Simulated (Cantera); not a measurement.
SiO2 + CH4 + N2 (carbothermic reduction)

Feed: 1 mol SiO2, 2 mol CH4, 12 mol N2, held at 21.0 mbar.

Equilibrium computed with Cantera from the NASA thermochemical tables; the gas is ideal and each condensed phase is pure. Candidate condensed phases: C, C6H6, C7H8, C8H18, H2O, Si, SiC, SiO2, Si2N2O, Si3N4; 151 gas species. The tables' values for SiN are old estimates; treat these amounts as uncertain. Gases not in the tables: Si2H6 and higher silanes. The numbers say what is thermodynamically allowed, not how fast it happens.

| T (°C) | x N2 | x H2 | x CO | x H | x SiO | x Si | n SiC(s) |
|---|---|---|---|---|---|---|---|
| 1600 | 0.666 | 0.221 | 0.0830 | 0.00209 | 0.0279 | 9.81e-5 | 0.494 |
| 1675 | 0.665 | 0.220 | 0.0830 | 0.00365 | 0.0279 | 0.000318 | 0.490 |
| 1750 | 0.663 | 0.218 | 0.0830 | 0.00611 | 0.0277 | 0.000942 | 0.480 |
| 1825 | 0.661 | 0.215 | 0.0833 | 0.00984 | 0.0269 | 0.00255 | 0.457 |
| 1900 | 0.656 | 0.210 | 0.0845 | 0.0153 | 0.0250 | 0.00624 | 0.406 |
| 1975 | 0.647 | 0.203 | 0.0871 | 0.0228 | 0.0211 | 0.0135 | 0.302 |
| 2050 | 0.633 | 0.192 | 0.0912 | 0.0330 | 0.0149 | 0.0253 | 0.116 |
x: gas mole fraction; n: condensed amount in mol.

From 1600 °C to 2050 °C the condensed part is SiC(s). The main Si-bearing gas is SiO at 1600 °C and Si at 2050 °C. The share of Si in condensed phases is highest at 1600 °C (49.4 %) and lowest at 2050 °C (11.6 %).
